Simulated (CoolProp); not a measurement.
Vapour-liquid equilibrium of propane (1) + R113 (2) at -5.25 °C; x and y are mole fractions of (1).

Model: multi-fluid Helmholtz-energy mixture model, Lemmon 2009 and Marx 1992; pair parameters Bell 2016, in CoolProp.

| x | bubble pressure, mixture model (bar) | bubble pressure, Raoult's law (bar) | y, mixture model | y, Raoult's law |
|---|---|---|---|---|
| 0.05 | 0.3656 | 0.3115 | 0.694 | 0.646 |
| 0.2 | 1.070 | 0.8984 | 0.908 | 0.897 |
| 0.35 | 1.694 | 1.485 | 0.949 | 0.949 |
| 0.5 | 2.246 | 2.072 | 0.968 | 0.972 |
| 0.65 | 2.755 | 2.659 | 0.980 | 0.985 |
| 0.8 | 3.264 | 3.246 | 0.989 | 0.993 |
| 0.95 | 3.821 | 3.833 | 0.997 | 0.998 |

The largest gap from Raoult's law is +19.1 % in bubble pressure, at x = 0.2. No azeotrope shows between x = 0.05 and 0.95.

Pair parameters are fitted to limited data, so mixtures are less certain than the pure fluids.
